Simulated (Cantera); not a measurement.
A closed system holds: 1 mol B, 7.4 mol H₂O, 9.3 mol N₂, 0.34 mol O₂, equilibrated at 1300 K and 0.133 bar.

Cantera equilibrium calculation (NASA polynomials, part measured and part estimated; ideal gas, pure solids and liquids). Candidate condensed phases: B, BN, B₂O₃, B₃O₃H₃, H₂O; 39 gas species. Gases not in the tables: H₃BO₃. Kinetics and transport are ignored.

Base state: N₂ 0.556, H₂O 0.389, H₂ 0.0490, HBO₂ 0.00526, (HBO₂)₃ 0.000731 (mole fractions); condensed: B₂O₃(l).

Q: What changes in the equilibrium state with this change: O₂ from 0.34 to 0.087 mol?

A: 
```csv
species,before,after
N₂,0.556,0.556
H₂O,0.389,0.359
H₂,0.0490,0.0792
HBO₂,0.00526,0.00505
(HBO₂)₃,0.000731,0.000648
"B₂O₃(l), mol",0.438,0.441
```
